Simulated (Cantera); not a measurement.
A perfectly stirred reactor is fed with CH₄ : H₂O : H₂ = 1 : 1.7 : 0.082 (molar parts), at 1.50 bar; it is held at 1775 K, and followed from long to short residence time.

Computed with Cantera and GRI-Mech 3.0 (53 species, 325 reactions).

**Question.** Predict: x(CH₄) at τ = 0.320 s; x(H₂O) at τ = 0.320 s; x(H₂) at τ = 0.320 s; x(CH₄) at τ = 19.0 ms; x(H₂O) at τ = 19.0 ms; x(H₂) at τ = 19.0 ms.

**Answer.** 
* **x(CH₄) at τ = 0.320 s**: 0.0303
* **x(H₂O) at τ = 0.320 s**: 0.257
* **x(H₂) at τ = 0.320 s**: 0.542
* **x(CH₄) at τ = 19.0 ms**: 0.0901
* **x(H₂O) at τ = 19.0 ms**: 0.436
* **x(H₂) at τ = 19.0 ms**: 0.361
